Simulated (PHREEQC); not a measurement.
Consider water at 25 °C with 0.0042 mol PbCl2 per kg of water. Closed to the air; pH follows from the charge balance.

Model: ion-association model, phreeqc.dat, run in PHREEQC.

No solid was allowed to form.

### Question
Estimate the pH.

### Answer
pH 5.15.

### Question
In which forms is Cl present?

### Answer
Cl- 92 %, PbCl+ 8.2 % of the Cl.

Complexes and solids missing from the database can't appear.
